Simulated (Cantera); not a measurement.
Input: 1 mol SiH4, 18 mol H2, 0.067 mol HCl, equilibrated at 1330 Pa.

Equilibrium computed with Cantera from the NASA thermochemical tables; the gas is ideal and each condensed phase is pure. Candidate condensed phases: Si; 19 gas species. The tables' values for SiCl are old estimates; treat these amounts as uncertain. Gases not in the tables: Si2H6 and higher silanes. Equilibrium is a limit: real reactors are often held back by kinetics, nucleation or transport.

Task: At 2200 K, list the 5 most abundant gas species with their mole fractions, and the condensed phases.

Result: H2 0.920, H 0.0468, Si 0.0277, HCl 0.00290, SiH 0.00136. Condensed: Si(l).
